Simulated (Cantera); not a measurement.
An isothermal, constant-pressure homogeneous reactor starts with CH3OH : O2 : N2 = 0.004 : 0.0067 : 1 (molar parts), equivalence ratio 0.90, at 900 K and 19.0 bar. Integrator tolerance rtol = 1e-08.

Model: GRI-Mech 3.0 (53 species, 325 reactions), integrated in Cantera. GRI-Mech 3.0 was tuned for natural gas; its chemistry of methanol as a main component is partial and can be far from experiment. The pressure lies above the range GRI-Mech 3.0 was tuned for (to about 10 atm). Below about 1000 K GRI-Mech 3.0 lacks low-temperature oxidation paths.

**Question.** What does this change do: pressure from 19.0 bar to 8.20 bar?

**Answer.** 
```json
[
 {"quantity": "x(CH3OH) at 10.0 s", "before": "1.18e-8 (gas-phase equilibrium <1e-12)", "after": "8.75e-8 (gas-phase equilibrium <1e-12)"},
 {"quantity": "x(O2) at 10.0 s", "before": "0.00174 (gas-phase equilibrium 0.000691)", "after": "0.00214 (gas-phase equilibrium 0.000691)"},
 {"quantity": "x(CH2CO) at 10.0 s", "before": "<1e-12 (gas-phase equilibrium <1e-12)", "after": "1.09e-12 (gas-phase equilibrium <1e-12)"},
 {"quantity": "x(H) at 10.0 s", "before": "8.47e-11 (gas-phase equilibrium <1e-12)", "after": "7.56e-10 (gas-phase equilibrium <1e-12)"},
 {"quantity": "x(H2) at 10.0 s", "before": "0.000155 (gas-phase equilibrium <1e-12)", "after": "0.000440 (gas-phase equilibrium <1e-12)"},
 {"quantity": "x(C2H4) at 10.0 s", "before": "<1e-12 (gas-phase equilibrium <1e-12)", "after": "<1e-12 (gas-phase equilibrium <1e-12)"},
 {"quantity": "x(CH4) at 10.0 s", "before": "1.27e-9 (gas-phase equilibrium <1e-12)", "after": "3.13e-9 (gas-phase equilibrium <1e-12)"}
]
```

**Question.** What does this change do: N2 1 to 0.16 parts?

**Answer.** 
| quantity | before | after |
|---|---|---|
| x(CH3OH) at 10.0 s | 1.18e-8 (gas-phase equilibrium <1e-12) | 1.09e-11 (gas-phase equilibrium <1e-12) |
| x(O2) at 10.0 s | 0.00174 (gas-phase equilibrium 0.000691) | 0.00685 (gas-phase equilibrium 0.00405) |
| x(CH2CO) at 10.0 s | <1e-12 (gas-phase equilibrium <1e-12) | <1e-12 (gas-phase equilibrium <1e-12) |
| x(H) at 10.0 s | 8.47e-11 (gas-phase equilibrium <1e-12) | 5.80e-11 (gas-phase equilibrium <1e-12) |
| x(H2) at 10.0 s | 0.000155 (gas-phase equilibrium <1e-12) | 8.54e-5 (gas-phase equilibrium <1e-12) |
| x(C2H4) at 10.0 s | <1e-12 (gas-phase equilibrium <1e-12) | <1e-12 (gas-phase equilibrium <1e-12) |
| x(CH4) at 10.0 s | 1.27e-9 (gas-phase equilibrium <1e-12) | 1.32e-9 (gas-phase equilibrium <1e-12) |
The temperature is held fixed by assumption; the heat of reaction is taken as removed at once.
